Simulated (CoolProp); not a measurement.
n-octane along the isobar 2.86 MPa: fugacity coefficient from the reference equation and from simpler models built on Tc = 568.7 K, pc = 2.484 MPa, ω = 0.398; each cubic takes its own stable root.

Model: reference Helmholtz-energy equation of state, Beckmüller 2019, in CoolProp.

| T (K) | phase | reference | Redlich-Kwong | Peng-Robinson |
|---|---|---|---|---|
| 539.8 | liquid | 0.4439 | 0.4962 | 0.4476 |
| 545.5 | liquid | 0.4702 | 0.5171 | 0.4735 |
| 551.2 | liquid | 0.4969 | 0.5379 | 0.4994 |
| 557 | liquid | 0.5242 | 0.5588 | 0.5256 |
| 562.7 | liquid | 0.5510 | 0.5789 | 0.5510 |
| 568.4 | liquid | 0.5774 | 0.5985 | 0.5756 |
| 574.2 | supercritical | 0.6035 | 0.6176 | 0.5992 |
| 579.9 | supercritical | 0.6266 | 0.6350 | 0.6197 |
| 585.6 | supercritical | 0.6443 | 0.6500 | 0.6362 |
| 591.4 | supercritical | 0.6595 | 0.6629 | 0.6507 |
| 597.1 | supercritical | 0.6729 | 0.6742 | 0.6637 |
| 602.8 | supercritical | 0.6853 | 0.6846 | 0.6758 |
| 608.5 | supercritical | 0.6968 | 0.6944 | 0.6872 |
| 614.3 | supercritical | 0.7078 | 0.7037 | 0.6982 |
| 620 | supercritical | 0.7180 | 0.7124 | 0.7084 |
